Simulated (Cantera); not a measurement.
A perfectly stirred reactor is fed with CH3OH : O2 : N2 : H2O = 0.0069 : 0.0082 : 1 : 0.0053 (molar parts), at 6.90 bar; it is held at 1300 K, and followed from long to short residence time.

Cantera simulation using GRI-Mech 3.0 (53 species, 325 reactions); the numbers are that mechanism's predictions, not measurements. GRI-Mech 3.0 was tuned for natural gas; its chemistry of methanol as a main component is partial and can be far from experiment.

x: mole fraction; the columns are a selection and need not sum to one.

```
τ (s)      x CH3OH        x O2      x C2H2   x H2O      x C2H4
------  ----------  ----------  ----------  ------  ----------
17         1.19e-7     3.48e-6     1.33e-9  0.0160    8.89e-11
4.9        2.46e-7     7.18e-6     3.73e-9  0.0160    2.87e-10
1.4     (withheld)  (withheld)  (withheld)  0.0160    9.38e-10
0.42       1.17e-6     3.37e-5     1.86e-8  0.0161     2.66e-9
0.12       2.61e-6     7.52e-5     2.67e-8  0.0162     6.50e-9
0.036      5.57e-6    0.000160     2.80e-8  0.0163     1.26e-8
0.011   (withheld)  (withheld)  (withheld)  0.0165  (withheld)
0.0031     3.04e-5    0.000815     2.02e-8  0.0164     3.57e-8
```

Question: Fill in the missing entries.

Answer: 
- 1.4, x CH3OH: 5.37e-7
- 1.4, x O2: 1.56e-5
- 1.4, x C2H2: 9.55e-9
- 0.011, x CH3OH: 1.19e-5
- 0.011, x O2: 0.000338
- 0.011, x C2H2: 2.54e-8
- 0.011, x C2H4: 2.18e-8
